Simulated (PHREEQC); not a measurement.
Solution A (59 mmol/kgw (CH3)4NCl and 0.082 mmol/kgw Li2SO4) is mixed with solution B (0.22 mol/kgw HF, 0.0001 mol/kgw NH4HF2 and 0.0011 mol/kgw HCl) at 61 °C; shares are by mass of water, 1 kg in all. Oxygen alone is held at its pressure in air (log pO2 = -0.68). The system is closed to CO2. Precipitation was switched off in this run.

Model: ion-association model, wateq4f.dat, run in PHREEQC.

```tsv
share of solution B	pH	SO4-2 (mol/kgw)	HF (mol/kgw)	HSO4- (mol/kgw)	H2F2 (mol/kgw)
0	6.49	8.20e-5	0	3.22e-9	0
0.1	2.57	5.53e-5	[?]	1.85e-5	0.000220
0.15	2.47	4.89e-5	[?]	2.07e-5	0.000508
0.25	2.34	3.89e-5	0.0462	2.26e-5	[?]
0.3	2.30	3.47e-5	0.0552	2.27e-5	0.00201
0.4	[?]	2.75e-5	0.0728	2.17e-5	[?]
0.45	2.19	2.42e-5	0.0814	2.08e-5	0.00437
0.55	2.14	1.85e-5	0.0981	1.84e-5	0.00635
0.6	2.12	1.59e-5	0.106	1.69e-5	[?]
0.7	2.08	1.11e-5	0.122	1.35e-5	0.00985
0.75	2.06	8.96e-6	0.130	1.15e-5	0.0111
0.85	2.02	5.02e-6	0.146	7.28e-6	0.0139
0.9	2.01	3.23e-6	0.153	4.97e-6	0.0154
1	1.98	0	0.168	0	0.0185
```

**Question.** Complete the blanks.

**Answer.** 
- 0.1, HF (mol/kgw): 0.0182
- 0.15, HF (mol/kgw): 0.0277
- 0.25, H2F2 (mol/kgw): 0.00141
- 0.4, pH: 2.22
- 0.4, H2F2 (mol/kgw): 0.00350
- 0.6, H2F2 (mol/kgw): 0.00744

Species that the database lacks are ignored. (CH3)4N+ isn't in the database: it is added as a free cation with an ion size of 4 Å. wateq4f.dat counts part of the HF as a dimer, H2F2, which phreeqc.dat doesn't know; its constant is uncertain. Constants without temperature data keep their 25 °C values here.
